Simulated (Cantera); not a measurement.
Charge: 1 mol SiH4, 0.22 mol O3, 0.75 mol H2, 1.3 mol N2O, equilibrated at 1550 °C and 0.220 bar.

Cantera equilibrium calculation (NASA polynomials, part measured and part estimated; ideal gas, pure solids and liquids). Candidate condensed phases: H2O, Si, SiO2, Si2N2O, Si3N4; 35 gas species. The tables hold silica as quartz up to 1696 K and as liquid above; real silica turns to tridymite and cristobalite and melts near 1996 K. Kinetics and transport are ignored.

Base state: H2 0.670, N2 0.317, SiO 0.0107, H2O 0.000969, H 0.000756 (mole fractions); condensed: SiO2(condensed).

What changes in the equilibrium state with this change: SiH4 replaced by SiCl4?


```tsv
species	before	after
HCl	0	0.322
N2	0.317	0.280
Cl	0	0.267
H2	0.670	7.26e-7
Cl2	0	0.127
SiO	0.0107	2.49e-7
SiCl4	0	0.00440
O2	<1e-9	7.82e-5
NO	1.28e-9	5.16e-5
SiCl3	0	3.51e-5
ClO	0	1.93e-5
H	0.000756	7.87e-7
SiO2(condensed), mol	0.956	0.979
```
The tables' values for SiCl3 are old estimates; treat these amounts as uncertain. Further candidate phases: NH4Cl.
